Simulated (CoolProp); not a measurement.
Vapour-liquid equilibrium of hydrogen sulfide (1) + n-butane (2) at 58.95 °C; x and y are mole fractions of (1).

Computed with CoolProp (multi-fluid Helmholtz-energy mixture model, Lemmon 2006 and Bücker 2006; pair parameters Kunz 2012).

```tsv
x	bubble pressure (MPa)	y at the bubble point	dew pressure at overall composition x (MPa)	liquid density (mol/L)
0.05	0.8657	0.275	0.6562	9.293
0.125	1.218	0.489	0.7145	9.586
0.2	1.551	0.606	0.7833	9.939
0.275	1.863	0.681	0.8652	10.35
0.35	2.155	0.734	0.9646	10.84
0.425	2.429	0.774	1.088	11.40
0.5	2.690	0.807	1.244	12.05
0.575	2.940	0.836	1.447	12.81
0.65	3.182	0.863	1.722	13.68
0.725	3.418	0.889	2.103	14.68
0.8	3.650	0.915	2.631	15.85
0.875	3.880	0.943	3.294	17.19
0.95	4.110	0.975	3.937	18.73
```

No azeotrope shows between x = 0.05 and 0.95.

Pair parameters are fitted to limited data, so mixtures are less certain than the pure fluids.
